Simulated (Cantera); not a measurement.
Charge: 1 mol Si2Cl6, 2.7 mol HCl, 110 mol N2.

These are equilibrium values from Cantera (NASA tables, ideal gas, pure condensed phases), not measurements of a reactor. Candidate condensed phases: NH4Cl, Si, Si3N4; 28 gas species. The feed counts by its element totals alone. N2 is the only nitrogen source here; it is nearly inert below about 1500 K, so the nitride shown seldom forms there in practice. The tables' values for SiCl3 are old estimates. Equilibrium is a limit: real reactors are often held back by kinetics, nucleation or transport.

### Question
What condenses at these points (T in K, P in Pa): (1225, 23000); (1675, 880); (1625, 68000); (1425, 200000); (1625, 200000)?

### Answer
```json
[
 {"T (K)": "1225", "P in Pa": "23000", "condensed phases": "Si3N4", "Si condensed (%)": "21.1"},
 {"T (K)": "1675", "P in Pa": "880", "condensed phases": "gas only", "Si condensed (%)": "0.0"},
 {"T (K)": "1625", "P in Pa": "68000", "condensed phases": "gas only", "Si condensed (%)": "0.0"},
 {"T (K)": "1425", "P in Pa": "200000", "condensed phases": "Si3N4", "Si condensed (%)": "18.7"},
 {"T (K)": "1625", "P in Pa": "200000", "condensed phases": "Si3N4", "Si condensed (%)": "3.1"}
]
```
